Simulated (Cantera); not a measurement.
Input: 1 mol Si, 6.6 mol F₂, a varied amount of N₂, at 975 °C and 9.00 mbar.

Equilibrium computed with Cantera from the NASA thermochemical tables; the gas is ideal and each condensed phase is pure. Candidate condensed phases: Si, Si₃N₄; 16 gas species. The numbers say what is thermodynamically allowed, not how fast it happens.

x: gas mole fraction; nothing condenses.

```csv
n(N₂) (mol),x F,x N₂,x SiF₄,x F₂,x NF₃
0.4,0.853,0.0382,0.0956,0.0131,___
0.68,0.831,0.0633,0.0931,0.0124,___
1.1,0.801,0.0985,0.0895,0.0115,6.65e-8
1.9,0.748,0.159,0.0835,0.0100,6.88e-8
3.2,0.676,0.241,0.0752,0.00820,___
5.5,0.578,0.352,0.0641,0.00599,___
9.2,0.468,0.476,0.0517,0.00393,___
15,0.361,0.597,0.0398,0.00234,___
26,0.252,0.719,0.0277,0.00114,___
44,0.169,0.812,0.0185,0.000511,___
```

Complete the blanks.


- 0.4, x NF₃: 5.01e-8
- 0.68, x NF₃: 5.97e-8
- 3.2, x NF₃: 6.25e-8
- 5.5, x NF₃: 4.72e-8
- 9.2, x NF₃: 2.92e-8
- 15, x NF₃: 1.50e-8
- 26, x NF₃: 5.61e-9
- 44, x NF₃: 1.79e-9
